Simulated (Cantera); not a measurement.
Stirred combustor or abatement burner

A perfectly stirred reactor is fed with 19.3 % CO, 7.90 % H2, 2.12 % CH4, 14.9 % O2, 55.9 % N2, equivalence ratio 1.2, at 9.87 atm; it is adiabatic with a 500 K inlet, and is followed from long to short residence time, starting on the burning branch (τ in s: 0.032, 0.015, 0.0073, 0.0035, 0.0016, 0.00078, 0.00037, 0.00017, 8.3e-05, 3.9e-05, 1.9e-05, 8.9e-06, 4.2e-06).

Detailed kinetics in Cantera: GRI-Mech 3.0 (53 species, 325 reactions).

| τ (s) | T (K) | x CO | x H2 | x CH4 | x CO2 | x C2H4 |
|---|---|---|---|---|---|---|
| 0.032 | 2521 | 0.0643 | 0.00745 | 3.32e-7 | 0.174 | 2.66e-12 |
| 0.015 | 2519 | 0.0645 | 0.00748 | 6.73e-7 | 0.174 | 1.08e-11 |
| 0.0073 | 2515 | 0.0649 | 0.00753 | 1.27e-6 | 0.173 | 3.73e-11 |
| 0.0035 | 2508 | 0.0656 | 0.00764 | 2.32e-6 | 0.172 | 1.18e-10 |
| 0.0016 | 2493 | 0.0670 | 0.00784 | 4.18e-6 | 0.171 | 3.42e-10 |
| 0.00078 | 2472 | 0.0691 | 0.00816 | 6.91e-6 | 0.168 | 8.02e-10 |
| 0.00037 | 2438 | 0.0722 | 0.00866 | 1.14e-5 | 0.164 | 1.75e-9 |
| 0.00017 | 2389 | 0.0769 | 0.00942 | 1.94e-5 | 0.159 | 3.66e-9 |
| 8.3e-5 | 2328 | 0.0824 | 0.0103 | 3.22e-5 | 0.152 | 7.06e-9 |
| 3.9e-5 | 2246 | 0.0896 | 0.0115 | 5.71e-5 | 0.143 | 1.45e-8 |
| 1.9e-5 | 2149 | 0.0982 | 0.0127 | 0.000106 | 0.133 | 3.17e-8 |
| 8.9e-6 | 2018 | 0.111 | 0.0139 | 0.000232 | 0.118 | 9.02e-8 |
| 4.2e-6 | 1801 | 0.139 | 0.0159 | 0.000845 | 0.0857 | 6.00e-7 |
x: mole fraction; the columns are a selection and need not sum to one.
